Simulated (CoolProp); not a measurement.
Vapour-liquid equilibrium of R114 (1) + R113 (2) at 38.15 °C; x and y are mole fractions of (1).

Computed with CoolProp (multi-fluid Helmholtz-energy mixture model, Platzer 1990 and Marx 1992; pair parameters Bell 2016). This equation is an older, rougher fit; its heat capacities, sound speeds and derivatives of the liquid may be far off and weren't checked against measurements.

| x | bubble pressure (kPa) | y at the bubble point | dew pressure at overall composition x (kPa) | liquid density (mol/L) |
|---|---|---|---|---|
| 0.05 | 85.23 | 0.178 | 76.30 | 8.182 |
| 0.15 | 109.5 | 0.421 | 83.08 | 8.200 |
| 0.25 | 134.1 | 0.579 | 91.18 | 8.217 |
| 0.35 | 158.8 | 0.688 | 101.0 | 8.232 |
| 0.45 | 183.5 | 0.768 | 113.3 | 8.245 |
| 0.55 | 208.2 | 0.830 | 128.8 | 8.256 |
| 0.65 | 232.9 | 0.880 | 149.3 | 8.264 |
| 0.75 | 257.6 | 0.920 | 177.3 | 8.270 |
| 0.85 | 282.5 | 0.955 | 217.5 | 8.272 |
| 0.95 | 307.8 | 0.986 | 278.5 | 8.270 |

No azeotrope shows between x = 0.05 and 0.95.

The pair parameters rest on a limited set of measurements; away from them the model extrapolates.
